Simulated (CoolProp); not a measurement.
A single-stage vapour-compression cycle with R152A: evaporating at 252.15 K (dew point), condensing at 302.15 K (bubble point), superheat 10 K, subcooling 8 K, compressor efficiency 0.6, no pressure losses. Each further row changes one setting.

Values from CoolProp's reference Helmholtz-energy equation of state, Outcalt 1996. It is a modified Benedict-Webb-Rubin equation, recast in Helmholtz form.

```json
[
 {"case": "as stated", "cooling COP": "___", "pressure ratio": "5.80", "discharge temperature (K)": "364.9", "refrigerating effect (kJ/kg)": "266", "volumetric capacity (kJ/m³)": "969"},
 {"case": "evaporating temperature 257.15 K", "cooling COP": "3.01", "pressure ratio": "4.70", "discharge temperature (K)": "358.1", "refrigerating effect (kJ/kg)": "269", "volumetric capacity (kJ/m³)": "___"},
 {"case": "condensing temperature 297.15 K", "cooling COP": "___", "pressure ratio": "5.01", "discharge temperature (K)": "356.2", "refrigerating effect (kJ/kg)": "274", "volumetric capacity (kJ/m³)": "1000"},
 {"case": "subcooling 13 K", "cooling COP": "2.69", "pressure ratio": "5.80", "discharge temperature (K)": "364.9", "refrigerating effect (kJ/kg)": "274", "volumetric capacity (kJ/m³)": "1000"},
 {"case": "superheat 20 K", "cooling COP": "2.59", "pressure ratio": "5.80", "discharge temperature (K)": "___", "refrigerating effect (kJ/kg)": "276", "volumetric capacity (kJ/m³)": "964"},
 {"case": "compressor efficiency 0.5", "cooling COP": "___", "pressure ratio": "5.80", "discharge temperature (K)": "___", "refrigerating effect (kJ/kg)": "266", "volumetric capacity (kJ/m³)": "969"}
]
```

Question: Fill in the missing entries.

Answer: 
- as stated, cooling COP: 2.61
- evaporating temperature 257.15 K, volumetric capacity (kJ/m³): 1200
- condensing temperature 297.15 K, cooling COP: 2.96
- superheat 20 K, discharge temperature (K): 376.2
- compressor efficiency 0.5, cooling COP: 2.17
- compressor efficiency 0.5, discharge temperature (K): 380.9
